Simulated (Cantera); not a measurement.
What does this Cantera script print?

```python
import numpy as np
import cantera as ct

gas_names = [...]  # 118 gases of nasa_gas.yaml made of C, Cl, F, H
cond_names = """
    C(gr) C6H6(L) C7H8(L) C8H18(L),n-octa
""".split()


# ... load() reads the species with a 1 bar reference pressure and builds the phases ...
atoms = {
    'CH2F2': {'C': 1, 'H': 2, 'F': 2},
    'HCl': {'H': 1, 'CL': 1},
    'CH4': {'C': 1, 'H': 4},
}
top_T = {'C(gr)': 4500}  # K; cautious upper limits of use, not melting points


# ... equilibrate(T, P, feed) seeds the gas with the atoms and calls Mixture.equilibrate('TP', solver="vcs", rtol=1e-11, max_steps=5000) ...
results = []
feed = {'CH2F2': 1, 'HCl': 0.028, 'CH4': 0.039}  # mol
P = 1.1  # Pa
for T in [2498, 2523, 2548, 2573, 2598, 2623, 2648, 2673, 2698, 2723, 2748, 2773, 2798, 2823]:
    mix = equilibrate(T, P, feed)
    results.append((T, P, feed, dict(zip(mix.species_names, mix.species_moles))))

top = {s: max(r[3][s] / sum(r[3][g] for g in gas_names) for r in results) for s in gas_names}
cols = sorted((s for s in top if top[s] > 1e-06), key=lambda s: -top[s])[:6]
seen = [c for c in cond_names if any(r[3].get(c, 0) > 1e-12 for r in results)]
print("log10 of partial pressures in bar; condensed amounts in mol")
print(f"{'T/K':>10s}" + "".join(f"{s[:9]:>10s}" for s in cols + seen))
for T, P, feed, n in results:
    ng = sum(n[g] for g in gas_names)
    print(f"{T:10.4g}" + "".join(f"{np.log10(max(n[s] / ng * P / 1e5, 1e-99)):10.3f}" for s in cols)
          + "".join(f"{n.get(c, 0):10.4g}" for c in seen))
```

It prints:

```
log10 of partial pressures in bar; condensed amounts in mol
       T/K        HF         H         F         C        C3        C2     C(gr)
      2498    -5.302    -5.535    -5.656    -6.791    -6.317    -7.353    0.5492
      2523    -5.365    -5.511    -5.620    -6.643    -6.150    -7.183     0.278
      2548    -5.433    -5.490    -5.588    -6.517    -6.044    -7.056         0
      2573    -5.487    -5.463    -5.552    -6.439    -6.074    -7.021         0
      2598    -5.547    -5.439    -5.520    -6.363    -6.108    -6.988         0
      2623    -5.612    -5.418    -5.493    -6.290    -6.145    -6.960         0
      2648    -5.683    -5.400    -5.469    -6.220    -6.186    -6.935         0
      2673    -5.757    -5.385    -5.450    -6.153    -6.233    -6.914         0
      2698    -5.837    -5.373    -5.434    -6.090    -6.285    -6.898         0
      2723    -5.920    -5.364    -5.421    -6.030    -6.343    -6.887         0
      2748    -6.006    -5.356    -5.411    -5.975    -6.409    -6.882         0
      2773    -6.095    -5.351    -5.403    -5.924    -6.485    -6.885         0
      2798    -6.186    -5.348    -5.398    -5.877    -6.571    -6.895         0
      2823    -6.278    -5.345    -5.394    -5.836    -6.669    -6.914         0
```

Cantera equilibrium calculation (NASA polynomials, part measured and part estimated; ideal gas, pure solids and liquids).
